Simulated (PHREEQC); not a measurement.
A solution holds 0.002 mol/kgw HF, 0.00047 mol/kgw KF and 0.072 mol/kgw H2SiF6, at 70 °C. Closed to the air; pH follows from the charge balance.

Equilibrium calculation in PHREEQC: ion-association model, phreeqc.dat.

Each row changes one thing in this solution. Precipitation was switched off in this run.

```csv
case,pH,ionic strength (mol/kgw),SiF6-2 (mol/kgw),HF (mol/kgw),H4SiO4 (mol/kgw),F- (mol/kgw),SI of SiO2(a) (SiO2)
as made,0.98,0.201,0.0668,0.0335,0.00520,0.000136,+0.13
diluted 2-fold with water,1.29,0.0956,0.0318,0.0261,0.00419,0.000192,+0.02
diluted 100-fold with water,3.01,?,?,?,0.000701,0.000963,-0.76
0.00089 mol/kgw HBr added,0.98,0.201,0.0668,0.0335,0.00521,0.000135,+0.13
HF replaced by NaHF2 at the same molality,0.99,0.202,0.0671,0.0337,?,0.000139,+0.10
KF from 0.00047 to 0.00235 mol/kgw,0.99,0.201,0.0671,0.0337,0.00492,0.000138,+0.11
```

Problem. What belongs in the gaps?

Solution. 
- diluted 100-fold with water, ionic strength (mol/kgw): 0.00103
- diluted 100-fold with water, SiF6-2 (mol/kgw): 1.91e-5
- diluted 100-fold with water, HF (mol/kgw): 0.00324
- HF replaced by NaHF2 at the same molality, H4SiO4 (mol/kgw): 0.00490

Complexes and solids missing from the database can't appear. Some of these states are supersaturated (in SiO2(a), Quartz (slow to form), Chalcedony (slow to form), for instance). At this temperature some constants are extrapolated from 25 °C, and those without enthalpy data are left unchanged. SiF6-2 is the database's only silicon fluoride.
